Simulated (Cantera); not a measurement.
A Cantera script and what it prints.

```python
import numpy as np
import cantera as ct

gas_names = """
    H H2 P PH PH3 P2 P4
""".split()
cond_names = """
    P(cr) P(L)
""".split()


# ... load() reads the species with a 1 bar reference pressure and builds the phases ...
atoms = {
    'PH3': {'P': 1, 'H': 3},
    'H2': {'H': 2},
}
top_T = {}  # K; cautious upper limits of use, not melting points


# ... equilibrate(T, P, feed) seeds the gas with the atoms and calls Mixture.equilibrate('TP', solver="vcs", rtol=1e-11, max_steps=5000) ...
results = []
feed = {'PH3': 1, 'H2': 0.13}  # mol
P = 300000  # Pa
for T in [2498, 2548, 2598, 2648, 2698, 2748, 2798, 2848, 2898, 2948, 2998, 3048, 3098]:
    mix = equilibrate(T, P, feed)
    results.append((T, P, feed, dict(zip(mix.species_names, mix.species_moles))))
    x = sorted(zip(gas.X, gas.species_names), reverse=True)
    print(f"T = {T:g} K  P = {P:g} Pa  gas = {mix.phase_moles(0):.4g} mol")
    print("   x: " + "  ".join(f"{s} {v:.3e}" for v, s in x if v > 0.001))
    print("   condensed (mol): " + ("  ".join(f"{mix.phase(i).name} {mix.phase_moles(i):.4g}"
          for i in range(1, mix.n_phases) if mix.phase_moles(i) > 1e-12) or "none"))
```

Output:

```
T = 2498 K  P = 300000 Pa  gas = 2.145 mol
   x: H2 7.526e-01  P2 2.306e-01  H 1.248e-02  P 2.282e-03  PH 1.791e-03
   condensed (mol): none
T = 2548 K  P = 300000 Pa  gas = 2.149 mol
   x: H2 7.495e-01  P2 2.298e-01  H 1.546e-02  P 2.886e-03  PH 2.085e-03
   condensed (mol): none
T = 2598 K  P = 300000 Pa  gas = 2.154 mol
   x: H2 7.460e-01  P2 2.288e-01  H 1.898e-02  P 3.616e-03  PH 2.411e-03
   condensed (mol): none
T = 2648 K  P = 300000 Pa  gas = 2.159 mol
   x: H2 7.418e-01  P2 2.277e-01  H 2.312e-02  P 4.490e-03  PH 2.770e-03
   condensed (mol): none
T = 2698 K  P = 300000 Pa  gas = 2.166 mol
   x: H2 7.369e-01  P2 2.263e-01  H 2.795e-02  P 5.529e-03  PH 3.163e-03
   condensed (mol): none
T = 2748 K  P = 300000 Pa  gas = 2.174 mol
   x: H2 7.313e-01  P2 2.247e-01  H 3.353e-02  P 6.755e-03  PH 3.590e-03
   condensed (mol): none
T = 2798 K  P = 300000 Pa  gas = 2.182 mol
   x: H2 7.249e-01  P2 2.229e-01  H 3.994e-02  P 8.188e-03  PH 4.051e-03
   condensed (mol): none
T = 2848 K  P = 300000 Pa  gas = 2.192 mol
   x: H2 7.175e-01  P2 2.207e-01  H 4.724e-02  P 9.852e-03  PH 4.545e-03
   condensed (mol): none
T = 2898 K  P = 300000 Pa  gas = 2.204 mol
   x: H2 7.092e-01  P2 2.183e-01  H 5.552e-02  P 1.177e-02  PH 5.071e-03
   condensed (mol): none
T = 2948 K  P = 300000 Pa  gas = 2.217 mol
   x: H2 6.999e-01  P2 2.156e-01  H 6.483e-02  P 1.397e-02  PH 5.626e-03
   condensed (mol): none
T = 2998 K  P = 300000 Pa  gas = 2.232 mol
   x: H2 6.894e-01  P2 2.126e-01  H 7.523e-02  P 1.646e-02  PH 6.207e-03
   condensed (mol): none
T = 3048 K  P = 300000 Pa  gas = 2.249 mol
   x: H2 6.779e-01  P2 2.092e-01  H 8.678e-02  P 1.928e-02  PH 6.810e-03
   condensed (mol): none
T = 3098 K  P = 300000 Pa  gas = 2.268 mol
   x: H2 6.651e-01  P2 2.054e-01  H 9.952e-02  P 2.244e-02  PH 7.431e-03
   condensed (mol): none
```

Equilibrium computed with Cantera from the NASA thermochemical tables; the gas is ideal and each condensed phase is pure.
